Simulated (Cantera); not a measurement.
Feed: 1 mol MgCO₃, 4 mol H₂O, 15 mol O₂, at 1700 K and 1.00 Torr.

Method: chemical equilibrium by Gibbs-energy minimisation in Cantera with the NASA 1993 tables (ideal gas, pure condensed phases). Candidate condensed phases: C, C₆H₆, C₇H₈, C₈H₁₈, H₂O, Mg, MgCO₃, MgO, Mg(OH)₂; 116 gas species. Rates play no part.

Base state: O₂ 0.747, H₂O 0.198, CO₂ 0.0498, OH 0.00367, O 0.00106, H₂ 0.000126, CO 0.000108, H 4.53e-5 (mole fractions); condensed: MgO(s).

Question: What changes in the equilibrium state with this change: temperature from 1700 K to 1448.15 K?

Answer: 
```json
[
 {"species": "O₂", "before": "0.747", "after": "0.750"},
 {"species": "H₂O", "before": "0.198", "after": "0.200"},
 {"species": "CO₂", "before": "0.0498", "after": "0.0500"},
 {"species": "OH", "before": "0.00367", "after": "0.000498"},
 {"species": "H", "before": "4.53e-5", "after": "6.11e-7"},
 {"species": "CO", "before": "0.000108", "after": "3.46e-6"},
 {"species": "O", "before": "0.00106", "after": "4.64e-5"},
 {"species": "MgO(s), mol", "before": "1.000", "after": "1.00"}
]
```

Question: What changes in the equilibrium state with this change: temperature from 1700 K to 725 K?

Answer: 
```tsv
species	before	after
O₂	0.747	0.750
H₂O	0.198	0.200
CO₂	0.0498	0.0500
OH	0.00367	<1e-9
O	0.00106	<1e-9
H₂	0.000126	<1e-9
CO	0.000108	<1e-9
H	4.53e-5	<1e-9
MgO(s), mol	1.000	1.00
```

Question: What changes in the equilibrium state with this change: H₂O from 4 to 0.57 mol?

Answer: 
| species | before | after |
|---|---|---|
| O₂ | 0.747 | 0.903 |
| CO₂ | 0.0498 | 0.0602 |
| H₂O | 0.198 | 0.0335 |
| H₂ | 0.000126 | 1.94e-5 |
| H | 4.53e-5 | 1.78e-5 |
| OH | 0.00367 | 0.00159 |
| O | 0.00106 | 0.00116 |
| CO | 0.000108 | 0.000119 |
| MgO(s), mol | 1.000 | 1.000 |
